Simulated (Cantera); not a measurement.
Input (Python, Cantera):

```python
import numpy as np
import cantera as ct

gas = ct.Solution("gri30.yaml")
gas.TPX = 475, 101325, {'CO': 1, 'H2': 0.28, 'O2': 0.582, 'N2': 2.19}
flame = ct.FreeFlame(gas, width=0.04)
flame.set_refine_criteria(ratio=3, slope=0.08, curve=0.16)
flame.transport_model = "mixture-averaged"
flame.solve(loglevel=0, auto=True)
z, T = flame.grid, flame.T
thick = (T[-1] - T[0]) / np.gradient(T, z).max()
show = ['CO', 'H2', 'O2', 'NO', 'OH', 'H2O']
print(f"laminar burning velocity  {flame.velocity[0] * 100:.3f} cm/s")
print(f"burnt temperature         {T[-1]:.1f} K")
print(f"thermal thickness         {thick * 1e3:.4f} mm")
print(f"grid points               {len(z)}")
z0 = z[flame.heat_release_rate.argmax()]
print(f"{'z/mm':>9s}{'T/K':>9s}{'u/(m/s)':>9s}" + "".join(f"{s:>11s}" for s in show))
rows = []
for k in (-3, -2, -1.5, -1, -0.5, -0.25, 0, 0.25, 0.5, 1, 2, 4, 8):
    zz = z0 + k * thick
    rows.append([k * thick, np.interp(zz, z, T), np.interp(zz, z, flame.velocity),
                 *(np.interp(zz, z, flame.X[gas.species_index(s)]) for s in show)])
    print(f"{rows[-1][0] * 1e3:9.3f}{rows[-1][1]:9.1f}{rows[-1][2]:9.3f}" + "".join(f"{x:11.3e}" for x in rows[-1][3:]))
```

Output:

```
laminar burning velocity  173.817 cm/s
burnt temperature         2466.9 K
thermal thickness         0.6116 mm
grid points               136
     z/mm      T/K  u/(m/s)         CO         H2         O2         NO         OH        H2O
   -1.835    475.0    1.738  2.468e-01  6.910e-02  1.436e-01  2.585e-17  7.751e-17  1.539e-10
   -1.223    475.0    1.738  2.468e-01  6.907e-02  1.436e-01  4.278e-15  9.528e-15  7.146e-09
   -0.917    475.0    1.738  2.468e-01  6.898e-02  1.437e-01  6.701e-14  1.805e-13  9.207e-08
   -0.612    475.1    1.737  2.470e-01  6.850e-02  1.437e-01  1.650e-12  5.742e-12  1.717e-06
   -0.306    481.2    1.752  2.480e-01  6.421e-02  1.442e-01  3.725e-10  8.017e-08  1.981e-04
   -0.153    642.5    2.312  2.447e-01  5.156e-02  1.403e-01  4.549e-08  2.423e-04  6.484e-03
    0.000   1116.6    3.943  2.166e-01  2.576e-02  1.123e-01  1.216e-06  1.424e-03  3.371e-02
    0.153   1468.3    5.082  1.676e-01  8.977e-03  7.091e-02  6.872e-06  4.233e-03  5.317e-02
    0.306   1659.4    5.640  1.321e-01  7.312e-03  5.087e-02  1.535e-05  6.251e-03  5.281e-02
    0.612   1845.8    6.168  1.082e-01  7.808e-03  3.938e-02  3.010e-05  8.060e-03  5.260e-02
    1.223   2010.8    6.644  9.954e-02  7.040e-03  3.416e-02  4.958e-05  8.769e-03  5.779e-02
    2.446   2158.4    7.057  9.037e-02  5.852e-03  2.904e-02  8.028e-05  8.572e-03  6.274e-02
    4.893   2282.1    7.391  7.994e-02  4.770e-03  2.370e-02  1.465e-04  7.814e-03  6.643e-02
```

Cantera simulation using GRI-Mech 3.0 (53 species, 325 reactions); the numbers are that mechanism's predictions, not measurements. Burning velocities carry a grid error of a few per cent, more on coarse grids.
